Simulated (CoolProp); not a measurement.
The fluid at 278.8 K and 4.76 MPa is throttled through a valve to 2.07 MPa with no heat exchange. The same conditions are run with several fluids, on thermodynamics alone (safety and materials aside).

Model: reference Helmholtz-energy equation of state of each fluid (C2F6 (R116): Lemmon 2006; isobutene: Lemmon 2005; tetrahydrofuran: Fiedler 2023; carbonyl sulfide: Lemmon 2006; hydrogen chloride: Thol 2018), in CoolProp.

Question: Rank C2F6 (R116), isobutene, tetrahydrofuran, carbonyl sulfide, hydrogen chloride by temperature change (K), highest first.

Answer: tetrahydrofuran (+1.2), isobutene (+0.9), carbonyl sulfide (+0.6), C2F6 (R116) (-2.5), hydrogen chloride (-14.0)

| fluid | final phase | final density (kg/m³) |
|---|---|---|
| C2F6 (R116) | liquid | 1110 |
| isobutene | liquid | 614 |
| tetrahydrofuran | liquid | 903 |
| carbonyl sulfide | liquid | 1050 |
| hydrogen chloride | two-phase, vapour fraction 0.082 | 353 |
